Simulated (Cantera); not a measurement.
Feed: 1 mol C, 2.1 mol H₂O, 22 mol H₂, equilibrated at 823 K and 0.780 bar.

These are equilibrium values from Cantera (NASA tables, ideal gas, pure condensed phases), not measurements of a reactor. Candidate condensed phases: C, C₆H₆, C₇H₈, C₈H₁₈, H₂O; 110 gas species. Kinetics and transport are ignored.

Base state: H₂ 0.867, H₂O 0.0894, CH₄ 0.0421, CO 0.000768, CO₂ 0.000286 (mole fractions); condensed: gas only.

What changes in the equilibrium state with this change: pressure from 0.780 bar to 0.0100 bar?


| species | before | after |
|---|---|---|
| H₂ | 0.867 | 0.921 |
| H₂O | 0.0894 | 0.0395 |
| CO | 0.000768 | 0.0338 |
| CH₄ | 0.0421 | 0.000826 |
| CO₂ | 0.000286 | 0.00525 |

What changes in the equilibrium state with this change: temperature from 823 K to 1198 K?


```csv
species,before,after
H₂,0.867,0.917
H₂O,0.0894,0.0427
CO,0.000768,0.0384
CH₄,0.0421,0.000180
CO₂,0.000286,0.00131
```

What changes in the equilibrium state with this change: pressure from 0.780 bar to 0.00800 bar?


```csv
species,before,after
H₂,0.867,0.921
H₂O,0.0894,0.0392
CO,0.000768,0.0341
CH₄,0.0421,0.000538
CO₂,0.000286,0.00524
```
